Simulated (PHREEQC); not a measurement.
A solution holds 0.0023 mol CdCl2 and 0.016 mol CaCl2 per kg of water, at 27 °C. Closed to the air; pH follows from the charge balance.

Computed with PHREEQC (ion-association model, wateq4f.dat).

### Question
The ionic strength comes out as 0.0519 mol/kgw. What activity coefficients do CdCl3-, Cd+2, CdCl+, Ca+2, Cl- get?

### Answer
CdCl3- 0.82, Cd+2 0.45, CdCl+ 0.82, Ca+2 0.47, Cl- 0.81.

Precipitation was switched off in this run. Species that the database lacks are ignored.
